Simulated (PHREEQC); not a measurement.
Make-up at 25 °C: 0.0099 mol HBr and 0.011 mol ZnSO4 per kg of water. Closed to the air; pH follows from the charge balance.

The numbers come from PHREEQC with the ion-association model, phreeqc.dat.

This is a speciation only: nothing precipitates in the calculation.

Problem. Order these S species by the share of S that they hold, largest first: HSO4-, SO4-2, ZnSO4, Zn(SO4)2-2.

Solution. SO4-2 (53 %), ZnSO4 (25 %), HSO4- (20 %), Zn(SO4)2-2 (2.4 %)

Problem. Order these Zn species by the share of Zn that they hold, largest first: Zn+2, ZnSO4, Zn(SO4)2-2.

Solution. Zn+2 (74 %), ZnSO4 (25 %), Zn(SO4)2-2 (1.2 %)

The pH is 2.18 and the ionic strength 0.0380 mol/kgw.
